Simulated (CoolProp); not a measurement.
Properties of R1336mzz(E) along the isobar 3.55 MPa.

Computed with CoolProp (reference Helmholtz-energy equation of state, Akasaka 2023).

```csv
T (°C),phase,density (kg/m³),cp (kJ/(kg K)),cv (kJ/(kg K)),speed of sound (m/s),expansivity (1/kK),fugacity coefficient
10.55,liquid,1380,1.214,0.8750,659.4,___,___
28.55,liquid,1329,1.231,0.8832,580.0,___,___
46.65,liquid,1274,1.254,0.8919,501.7,2.514,0.1135
64.65,liquid,1213,___,0.9016,424.8,2.988,___
82.75,liquid,1142,1.327,0.9130,348.6,3.731,___
100.75,liquid,1057,1.396,0.9272,273.5,5.027,0.3548
118.85,liquid,943.5,1.546,0.9468,197.0,8.017,0.4635
136.85,supercritical,736.7,2.512,0.9822,108.9,28.37,0.5746
```

Question: Complete the blanks.

Answer: 
- 10.55, expansivity (1/kK): 1.951
- 10.55, fugacity coefficient: 0.03592
- 28.55, expansivity (1/kK): 2.186
- 28.55, fugacity coefficient: 0.06695
- 64.65, cp (kJ/(kg K)): 1.284
- 64.65, fugacity coefficient: 0.1770
- 82.75, fugacity coefficient: 0.2583
